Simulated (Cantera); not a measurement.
Charge: 1 mol Al, 17 mol NH3, 16 mol H2, equilibrated at 10.0 mbar.

Equilibrium computed with Cantera from the NASA thermochemical tables; the gas is ideal and each condensed phase is pure. Candidate condensed phases: Al, AlN; 13 gas species. Rates play no part.

Which condensed phases are stable at each of these points (T (K)): 998, 1148, 1298, 1448, 1598, 1748, 1898, 2048?


```json
[
 {"T (K)": "998", "condensed phases": "AlN(s)", "Al condensed (%)": "100.0"},
 {"T (K)": "1148", "condensed phases": "AlN(s)", "Al condensed (%)": "100.0"},
 {"T (K)": "1298", "condensed phases": "AlN(s)", "Al condensed (%)": "100.0"},
 {"T (K)": "1448", "condensed phases": "AlN(s)", "Al condensed (%)": "100.0"},
 {"T (K)": "1598", "condensed phases": "AlN(s)", "Al condensed (%)": "100.0"},
 {"T (K)": "1748", "condensed phases": "AlN(s)", "Al condensed (%)": "98.9"},
 {"T (K)": "1898", "condensed phases": "AlN(s)", "Al condensed (%)": "65.8"},
 {"T (K)": "2048", "condensed phases": "gas only", "Al condensed (%)": "0.0"}
]
```

From 998 K to 1898 K the condensed part is AlN(s). At 2048 K nothing is condensed.
